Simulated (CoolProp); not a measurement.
A closed Brayton cycle with carbon dioxide: compressor inlet 310.15 K and 8.9 MPa, high pressure 29.7 MPa, turbine inlet 930 K, compressor efficiency 0.85, turbine efficiency 0.85, recuperator effectiveness 0.8 (on enthalpy, no pinch check). Each further row changes one setting.

Computed with CoolProp (reference Helmholtz-energy equation of state, Span 1996).

```
case                           thermal efficiency (%)  net work (kJ/kg)  compressor to turbine work  compressor exit (K)  turbine exit (K)
-----------------------------  ----------------------  ----------------  --------------------------  -------------------  ----------------
as stated                                        32.9               133                        0.21                352.8             784.0
turbine inlet 880 K                              32.1               123                           …                352.8             738.8
compressor inlet 320.15 K                        31.7               112                        0.33                407.6             784.0
high pressure 25.2 MPa                              …               118                        0.19                    …             803.1
recuperator effectiveness 0.5                    23.8               133                        0.21                352.8             784.0
```

Complete the blanks.


- turbine inlet 880 K, compressor to turbine work: 0.22
- high pressure 25.2 MPa, thermal efficiency (%): 30.9
- high pressure 25.2 MPa, compressor exit (K): 346.0
